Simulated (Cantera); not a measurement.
A perfectly stirred reactor is fed with C2H6 : H2 = 1 : 13 (molar parts), at 13300 Pa; it is held at 1950 K, and followed from long to short residence time.

Cantera simulation using GRI-Mech 3.0 (53 species, 325 reactions); the numbers are that mechanism's predictions, not measurements. GRI-Mech 3.0 stops at C3 and has no aromatics, soot or wall deposition, so with more carbon than oxygen in the feed, carbon stays in small species such as C2H2 where larger ones or solid carbon would form.

x: mole fraction; the columns are a selection and need not sum to one.

```tsv
τ (s)	x C2H6	x H2	x CH4	x CH3	x C2H
22	3.70e-8	0.934	0.00106	6.89e-5	3.18e-6
8.3	8.91e-8	0.934	0.00153	9.93e-5	3.17e-6
3.2	2.22e-7	0.933	0.00232	0.000151	3.16e-6
1.2	5.81e-7	0.932	0.00367	0.000240	3.13e-6
0.46	1.50e-6	0.931	0.00579	0.000381	3.10e-6
0.18	…	0.929	…	…	3.06e-6
0.068	9.78e-6	0.926	0.0139	0.000946	3.01e-6
0.026	2.47e-5	0.922	0.0206	0.00147	2.95e-6
0.0099	…	0.916	…	…	2.90e-6
0.0038	0.000147	0.910	0.0394	0.00335	2.84e-6
```

**Question.** Complete the blanks.

**Answer.** 
- 0.18, x C2H6: 3.78e-6
- 0.18, x CH4: 0.00897
- 0.18, x CH3: 0.000597
- 0.0099, x C2H6: 6.13e-5
- 0.0099, x CH4: 0.0294
- 0.0099, x CH3: 0.00225
